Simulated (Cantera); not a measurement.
A perfectly stirred reactor is fed with C2H6 : N2 = 1 : 2.3 (molar parts), at 0.0263 atm; it is held at 2000 K, and followed from long to short residence time.

Computed with Cantera and GRI-Mech 3.0 (53 species, 325 reactions). GRI-Mech 3.0 stops at C3 and has no aromatics, soot or wall deposition, so with more carbon than oxygen in the feed, carbon stays in small species such as C2H2 where larger ones or solid carbon would form. Radical loss at walls, strong at low pressure, is not modelled.

x: mole fraction; the columns are a selection and need not sum to one.

```
τ (s)      x C2H6     x HCN     x CH3     x CH4  x CH2
-------  --------  --------  --------  --------  -----
20        1.98e-7   0.00772  0.000172  0.000554      …
3.6       1.19e-6   0.00290  0.000429   0.00155      …
0.65      7.30e-6  0.000889   0.00109   0.00458      …
0.12      4.18e-5  0.000293   0.00269    0.0119      …
0.021    0.000239  0.000104   0.00673    0.0271      …
0.0039    0.00125   4.10e-5    0.0161    0.0510      …
0.00070   0.00668   1.63e-5    0.0373    0.0776      …
```

What belongs in the gaps?


- 20, x CH2: 3.39e-6
- 3.6, x CH2: 7.28e-6
- 0.65, x CH2: 1.45e-5
- 0.12, x CH2: 2.81e-5
- 0.021, x CH2: 5.53e-5
- 0.0039, x CH2: 0.000103
- 0.00070, x CH2: 0.000188
